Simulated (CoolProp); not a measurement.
Vapour-liquid equilibrium of n-butane (1) + n-decane (2) at 0.0583 MPa; x and y are mole fractions of (1).

The numbers come from the multi-fluid Helmholtz-energy mixture model, Bücker 2006 and Lemmon 2006; pair parameters Kunz 2012 in CoolProp.

Problem. Give the bubble temperature and the first vapour's composition at x = 0.05, 0.125, 0.95. Is there an azeotrope?

Solution. x = 0.05: 83.9 °C, y = 0.918; x = 0.125: 43.0 °C, y = 0.991; x = 0.95: -13.0 °C, y = 1.000. No azeotrope shows between x = 0.05 and 0.95.

Pair parameters are fitted to limited data, so mixtures are less certain than the pure fluids. The gap from Raoult's law changes sign with composition, which may be real or a fault of the pair parameters; it wasn't checked against measurements.
